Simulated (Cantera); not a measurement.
Charge: 1 mol Si, 2.6 mol H₂O, 1.3 mol N₂, 1.2 mol CO₂, equilibrated at 1325 K and 5100 Pa.

Method: chemical equilibrium by Gibbs-energy minimisation in Cantera with the NASA 1993 tables (ideal gas, pure condensed phases). Candidate condensed phases: C, C₆H₆, C₇H₈, C₈H₁₈, H₂O, Si, SiC, SiO₂, Si₂N₂O, Si₃N₄; 151 gas species. The tables hold silica as quartz up to 1696 K and as liquid above; real silica turns to tridymite and cristobalite and melts near 1996 K. Gases not in the tables: Si(OH)₄. Rates play no part.

Base state: H₂O 0.266, N₂ 0.255, H₂ 0.244, CO 0.148, CO₂ 0.0869 (mole fractions); condensed: SiO₂(β-quartz).

Task: What changes in the equilibrium state with this change: H₂O from 2.6 to 0.0021 mol?

Result: 
| species | before | after |
|---|---|---|
| N₂ | 0.255 | 0.575 |
| CO | 0.148 | 0.424 |
| H₂ | 0.244 | 0.00105 |
| H₂O | 0.266 | 1.63e-7 |
| CO₂ | 0.0869 | 3.54e-5 |
| SiO₂(β-quartz), mol | 1.00 | 0.702 |
| C(graphite), mol | 0 | 0.351 |
| Si₂N₂O(s), mol | 0 | 0.149 |
N₂ is the only nitrogen source here; it is nearly inert below about 1500 K, so the nitride shown seldom forms there in practice. Mutual solubility and eutectic melting of coexisting phases are not modelled.

Task: What changes in the equilibrium state with this change: temperature from 1325 K to 1000 K?

Result: 
| species | before | after |
|---|---|---|
| H₂ | 0.244 | 0.283 |
| N₂ | 0.255 | 0.255 |
| H₂O | 0.266 | 0.227 |
| CO₂ | 0.0869 | 0.126 |
| CO | 0.148 | 0.109 |
| SiO₂(β-quartz), mol | 1.00 | 1.00 |
